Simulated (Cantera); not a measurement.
Charge: 1 mol SiO2, 1.8 mol H2, 0.0047 mol Si, at 13.3 mbar.

These are equilibrium values from Cantera (NASA tables, ideal gas, pure condensed phases), not measurements of a reactor. Candidate condensed phases: H2O, Si, SiO2; 18 gas species. The tables hold silica as quartz up to 1696 K and as liquid above; real silica turns to tridymite and cristobalite and melts near 1996 K. Rates play no part.

Over these rows the condensed part is SiO2(l). Partial pressures as log10 of bar:

```
T (K)  1000/T (1/K)  log p O2  log p H2  log p SiO  log p H2O  log p H
-----  ------------  --------  --------  ---------  ---------  -------
2025         0.4938     -8.96     -1.96      -2.95      -2.98    -3.70
2075         0.4819     -8.28     -2.00      -2.82      -2.83    -3.57
2125         0.4706     -7.62     -2.05      -2.69      -2.70    -3.46
2175         0.4598         ?     -2.11      -2.58      -2.59    -3.37
2225         0.4494     -6.34     -2.20      -2.48      -2.50    -3.29
2275         0.4396     -5.71     -2.31      -2.41      -2.42    -3.23
```

**Question.** Fit log p(O2) = a + b·(1000/T) to the five rows, give the apparent enthalpy, and predict the row at 2175 K.

**Answer.** Means: 1000/T = 0.4671, log p = -7.382. Sxy = -0.120679, Sxx = 0.0020137, so b = -59.93 and a = -7.382 − (-59.93)×0.4671 = 20.61.
Apparent enthalpy: −19.145 × (-59.93) = 1147 kJ/mol. With the condensed phases at unit activity, 2 SiO2(l) = O2(g) + 2 SiO(g) links this pressure to the main gases: over the six rows their terms move log p by -1.08 in all, so the slope isn't that reaction's ΔH° alone. The five rows lie within 0.03 of the line.
Prediction at 2175 K: 20.61 + (-59.93)×0.4598 = -6.95. The computed value is -6.98, 0.03 from the line.
